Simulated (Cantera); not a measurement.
**Thermodynamics of silicon carbide growth, feed (CH₃)₂SiCl₂ + HCl + H₂**

A closed system holds: 1 mol (CH₃)₂SiCl₂, 2.5 mol HCl, 10 mol H₂, equilibrated at 0.0320 bar.

Method: chemical equilibrium by Gibbs-energy minimisation in Cantera with the NASA 1993 tables (ideal gas, pure condensed phases). Candidate condensed phases: C, C₆H₆, C₇H₈, C₈H₁₈, Si, SiC; 109 gas species. The feed counts by its element totals alone. The tables' values for SiCl, SiCl₃ are old estimates; treat these amounts as uncertain. Gases not in the tables: Si₂H₆ and higher silanes. The numbers say what is thermodynamically allowed, not how fast it happens.

From 1048 K to 2248 K the condensed part is C(graphite) + SiC(s). The main Si-bearing gas is SiCl₄ at 1048 K and SiCl₂ at 2248 K. The share of Si in condensed phases is highest at 1448 K (96.0 %) and lowest at 1048 K (56.2 %).

```tsv
T (K)	x H₂	x HCl	x H	x SiCl₄	x SiCl₂	x Cl	x C₂H₂ (acetylene)	x Si	n C(graphite)	n SiC(s)
1048	0.799	0.173	3.86e-8	0.0258	4.06e-5	7.62e-9	3.15e-9	<1e-12	1.42	0.562
1148	0.759	0.228	3.49e-7	0.0109	0.000183	9.26e-8	2.82e-8	<1e-12	1.19	0.800
1248	0.738	0.257	2.24e-6	0.00328	0.000503	6.69e-7	1.80e-7	<1e-12	1.07	0.924
1348	0.732	0.266	1.11e-5	0.000876	0.00102	3.35e-6	8.80e-7	2.21e-11	1.04	0.959
1448	0.730	0.267	4.40e-5	0.000253	0.00178	1.31e-5	3.47e-6	5.40e-10	1.04	0.960
1548	0.731	0.266	0.000147	8.31e-5	0.00281	4.27e-5	1.15e-5	8.68e-9	1.05	0.947
1648	0.732	0.263	0.000426	3.07e-5	0.00415	0.000120	3.27e-5	9.93e-8	1.07	0.927
1748	0.732	0.260	0.00109	1.25e-5	0.00580	0.000299	8.27e-5	8.57e-7	1.10	0.901
1848	0.733	0.256	0.00254	5.49e-6	0.00770	0.000673	0.000189	5.85e-6	1.12	0.869
1948	0.732	0.250	0.00541	2.58e-6	0.00981	0.00139	0.000395	3.27e-5	1.15	0.833
2048	0.730	0.244	0.0107	1.27e-6	0.0120	0.00264	0.000765	0.000154	1.18	0.792
2148	0.723	0.235	0.0198	6.50e-7	0.0142	0.00472	0.00139	0.000627	1.21	0.740
2248	0.710	0.224	0.0346	3.39e-7	0.0162	0.00792	0.00235	0.00225	1.25	0.656
```
x: gas mole fraction; n: condensed amount in mol.
